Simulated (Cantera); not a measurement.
A closed system holds: 1 mol MgO, 0.076 mol Br2, equilibrated at 0.410 bar.

Method: chemical equilibrium by Gibbs-energy minimisation in Cantera with the NASA 1993 tables (ideal gas, pure condensed phases). Candidate condensed phases: Br2, Mg, MgBr2, MgO; 10 gas species. The numbers say what is thermodynamically allowed, not how fast it happens.

x: gas mole fraction; n: condensed amount in mol.

```tsv
T (K)	x Br2	x Br	x MgBr2	x O2	x O	n MgO(s)
825	0.999	0.000738	2.84e-7	1.42e-7	<1e-12	1.00
875	0.998	0.00166	1.23e-6	6.15e-7	<1e-12	1.00
925	0.997	(withheld)	(withheld)	(withheld)	<1e-12	1.00
975	0.993	0.00660	1.46e-5	7.28e-6	<1e-12	1.000
1025	0.988	0.0119	4.16e-5	2.08e-5	2.35e-12	1.000
1075	0.980	0.0202	0.000107	5.36e-5	1.50e-11	1.000
1125	0.967	0.0327	0.000253	0.000127	8.11e-11	1.000
1175	0.948	0.0507	0.000551	0.000276	3.79e-10	1.000
1225	0.923	0.0755	0.00112	0.000559	1.55e-9	1.000
1275	0.889	0.108	0.00213	0.00106	5.69e-9	1.000
1325	0.844	(withheld)	(withheld)	(withheld)	(withheld)	1.000
1375	0.789	0.201	0.00643	0.00321	5.64e-8	0.999
1425	0.723	0.261	0.0103	0.00515	1.55e-7	0.999
1475	0.648	0.328	0.0156	0.00782	3.97e-7	0.999
```

Q: Complete the blanks.

A: 
- 925, x Br: 0.00344
- 925, x MgBr2: 4.53e-6
- 925, x O2: 2.27e-6
- 1325, x Br: 0.150
- 1325, x MgBr2: 0.00380
- 1325, x O2: 0.00190
- 1325, x O: 1.88e-8
